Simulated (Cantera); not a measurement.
# Gas activation for diamond growth

An isothermal, constant-pressure homogeneous reactor starts with 0.971 % CH₄, 98.0 % H₂, 0.980 % O₂, equivalence ratio 52, at 2650 K and 0.0500 bar.

Computed with Cantera and GRI-Mech 3.0 (53 species, 325 reactions).

```
t (s)        x CH₄   x H₂     x O₂      x CO     x HO₂    x CH₂O
--------  --------  -----  -------  --------  --------  --------
1.00e-5    0.00943  0.979  0.00968   7.47e-8   2.72e-5   3.52e-7
5.01e-5    0.00831  0.970  0.00763   1.89e-5   1.25e-5   3.69e-6
0.000251   0.00436  0.939  1.36e-5  0.000380   8.51e-9   1.37e-6
0.00126   0.000711  0.926  5.63e-8   0.00177  7.96e-11   4.18e-7
0.00632   0.000127  0.907  6.44e-8   0.00648  6.58e-11   1.07e-7
0.0317    4.21e-10  0.854  1.30e-7   0.00898  7.61e-11  2.83e-10
0.159     2.63e-12  0.796  3.04e-7   0.00870  1.18e-10  1.41e-10
0.798     2.52e-12  0.794  3.10e-7   0.00869  1.19e-10  1.38e-10
4.00      2.52e-12  0.794  3.10e-7   0.00869  1.19e-10  1.38e-10
```
x: mole fraction; the columns are a selection and need not sum to one.

Equilibrium at this temperature and pressure: CH₄ 2.64e-12, H₂ 0.794, O₂ 3.10e-7, CO 0.00869, HO₂ 1.19e-10, CH₂O 1.38e-10 (gas phase only).
